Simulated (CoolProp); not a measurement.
Neopentane along the isotherm 224.15 °C: density (kg/m³) from the reference equation and from simpler models built on Tc = 160.6 °C, pc = 3196 kPa, ω = 0.196; each cubic takes its own stable root.

Values from CoolProp's reference Helmholtz-energy equation of state, Lemmon 2006. It is a short technical equation, of lower accuracy than the large ones.

| p (kPa) | phase | reference |
|---|---|---|
| 342 | gas | 6.110 |
| 685 | gas | 12.55 |
| 1030 | gas | 19.37 |
| 1370 | gas | 26.49 |
| 1710 | gas | 34.05 |
| 2050 | gas | 42.10 |
| 2400 | gas | 50.99 |
| 2740 | gas | 60.29 |
| 3080 | gas | 70.36 |
| 3420 | supercritical | 81.30 |
| 3770 | supercritical | 93.61 |
| 4110 | supercritical | 106.7 |
| 4450 | supercritical | 121.2 |
| 4790 | supercritical | 137.0 |

### Question
How far does each simpler model (van der Waals, Peng-Robinson) lie from the reference over these 14 states: mean and median of the absolute difference, and the worst?

### Answer
- van der Waals: mean 2.7 %, median 0.9 %, worst +11.7 % at 224.15 °C and 4790 kPa
- Peng-Robinson: mean 1.6 %, median 1.7 %, worst +2.3 % at 224.15 °C and 3420 kPa
